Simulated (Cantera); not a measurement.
**Si + Cl₂ + H₂ (chlorosilane synthesis and conversion)**

Charge: 1 mol Si, a varied amount of Cl₂, 3.7 mol H₂, held at 1175 K and 1 atm.

Method: chemical equilibrium by Gibbs-energy minimisation in Cantera with the NASA 1993 tables (ideal gas, pure condensed phases). Candidate condensed phases: Si; 19 gas species. The tables' values for SiCl₃ are old estimates; treat these amounts as uncertain. Kinetics and transport are ignored.

From 0.5 mol Cl₂ to 1.8 mol Cl₂ the condensed part is Si(s). At 2.1 mol Cl₂ nothing is condensed. The main Si-bearing gas is SiCl₄ throughout. The share of Si in condensed phases is highest at 0.5 mol Cl₂ (74.6 %) and lowest at 2.1 mol Cl₂ (0.0 %).

```csv
n(Cl₂) (mol),log p H₂,log p SiCl₄,log p HCl,log p SiHCl₃,n Si(s)
0.5,-0.04,-1.47,-1.51,-1.63,0.746
0.76,-0.05,-1.26,-1.46,-1.48,0.606
1,-0.07,-1.13,-1.44,-1.39,0.477
1.3,-0.09,-1.01,-1.42,-1.31,0.316
1.5,-0.10,-0.95,-1.41,-1.27,0.209
1.8,-0.12,-0.87,-1.40,-1.22,0.0492
2.1,-0.14,-0.77,-1.07,-1.47,0
```
log p: log10 of the partial pressure in bar; n: condensed amount in mol.
